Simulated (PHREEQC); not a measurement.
Solution (42 °C): 0.097 mol/kgw ZnSO4. Closed to the air; pH follows from the charge balance.

All values are PHREEQC results (ion-association model, phreeqc.dat), not measurements.

### Question
The ionic strength comes out as 0.192 mol/kgw. What activity coefficients do H+, SO4-2, Zn+2, ZnOH+, HSO4- get?

### Answer
H+ 0.79, SO4-2 0.29, Zn+2 0.29, ZnOH+ 0.74, HSO4- 0.74.

Precipitation was switched off in this run. Constants without temperature data keep their 25 °C values here.
